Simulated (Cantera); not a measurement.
A perfectly stirred reactor is fed with 8.55 % CH4, 1.62 % C2H6, 13.4 % O2, 76.4 % N2, at 15.8 atm; it is adiabatic with a 398 K inlet, and is followed from long to short residence time, starting on the burning branch (τ in s: 0.075, 0.03, 0.012, 0.0048, 0.0019, 0.00078, 0.00031, 0.00013, 5e-05, 2e-05, 8.1e-06, 3.2e-06).

Model: GRI-Mech 3.0 (53 species, 325 reactions), integrated in Cantera. The pressure lies above the range GRI-Mech 3.0 was tuned for (to about 10 atm).

One state of this run: T (K) = 1509; x CH4 = 0.0223; x C2H6 = 0.000848; x O2 = 0.0153; x NO2 = 4.71e-10; x NO = 1.20e-8; x CO = 0.0499. x: mole fraction; the columns are a selection and need not sum to one.

Problem. Which value of τ (s) does it belong to?
(A) 0.075
(B) 5.0e-5
(C) 0.0019
(D) 8.1e-6

Solution. C, 0.0019
